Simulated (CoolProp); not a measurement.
A closed Brayton cycle with dry air: compressor inlet 330.15 K and 0.73 MPa, high pressure 1.94 MPa, turbine inlet 925 K, compressor efficiency 0.85, turbine efficiency 0.93, recuperator effectiveness 0.95 (on enthalpy, no pinch check). Each further row changes one setting.

Computed with CoolProp (reference Helmholtz-energy equation of state, Lemmon 2000). It is a pseudo-pure fit of the blend.

```
case                           thermal efficiency (%)  net work (kJ/kg)  compressor to turbine work  compressor exit (K)  turbine exit (K)
-----------------------------  ----------------------  ----------------  --------------------------  -------------------  ----------------
as stated                                        38.4              88.2                        0.59                454.6             731.9
turbine inlet 875 K                              35.4                 …                        0.62                454.6             690.8
compressor inlet 340.15 K                        36.9              84.4                        0.61                    …             731.9
high pressure 1.65 MPa                           39.8              79.8                        0.56                431.6                 …
recuperator effectiveness 0.5                    24.4              88.2                        0.59                454.6             731.9
```

Task: Fill in the missing entries.

Result: 
- turbine inlet 875 K, net work (kJ/kg): 76.4
- compressor inlet 340.15 K, compressor exit (K): 468.1
- high pressure 1.65 MPa, turbine exit (K): 761.1
